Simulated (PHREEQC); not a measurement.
Dissolve 4.4 mmol/kgw HF, 0.3 mmol/kgw NH4HF2 and 4.1 mmol/kgw (NH4)2SiF6 at 25 °C. Closed to the air; pH follows from the charge balance.

The numbers come from PHREEQC with the ion-association model, phreeqc.dat.

```
Item                       Value
----------------  --------------
pH                          2.87
ionic strength    0.0141 mol/kgw
total alkalinity    -21.1 meq/kg
```

| species | molality | activity | log γ |
|---|---|---|---|
| NH4+ | 0.00850 | 0.00749 | -0.055 |
| SiF6-2 | 0.00407 | 0.00255 | -0.203 |
| HF | 0.00329 | 0.00330 | 0.001 |
| F- | 0.00183 | 0.00162 | -0.053 |
| H+ | 0.00150 | 0.00136 | -0.045 |
| H4SiO4 | 2.74e-5 | 2.75e-5 | 0.001 |
| HF2- | 2.31e-5 | 2.05e-5 | -0.052 |
| NH3 | 3.14e-9 | 3.15e-9 | 0.001 |

No solid was allowed to form. Complexes and solids missing from the database can't appear. SiF6-2 is the database's only silicon fluoride.
